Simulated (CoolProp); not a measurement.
Vapour-liquid equilibrium of propylene (1) + 1-butene (2) at 322.9 K; x and y are mole fractions of (1).

Model: multi-fluid Helmholtz-energy mixture model, Lemmon 2013 and Lemmon 2005; pair parameters Bell 2016, in CoolProp.

| x | bubble pressure (MPa) | y at the bubble point | dew pressure at overall composition x (MPa) | liquid density (mol/L) |
|---|---|---|---|---|
| 0.05 | 0.6540 | 0.126 | 0.6148 | 9.968 |
| 0.15 | 0.7812 | 0.324 | 0.6671 | 10.10 |
| 0.25 | 0.9117 | 0.471 | 0.7286 | 10.23 |
| 0.35 | 1.046 | 0.586 | 0.8019 | 10.35 |
| 0.45 | 1.184 | 0.679 | 0.8907 | 10.47 |
| 0.55 | 1.326 | 0.756 | 1.000 | 10.58 |
| 0.65 | 1.473 | 0.822 | 1.138 | 10.68 |
| 0.75 | 1.626 | 0.879 | 1.314 | 10.77 |
| 0.85 | 1.786 | 0.930 | 1.546 | 10.84 |
| 0.95 | 1.955 | 0.978 | 1.854 | 10.88 |

No azeotrope shows between x = 0.05 and 0.95.

The pair parameters rest on a limited set of measurements; away from them the model extrapolates.
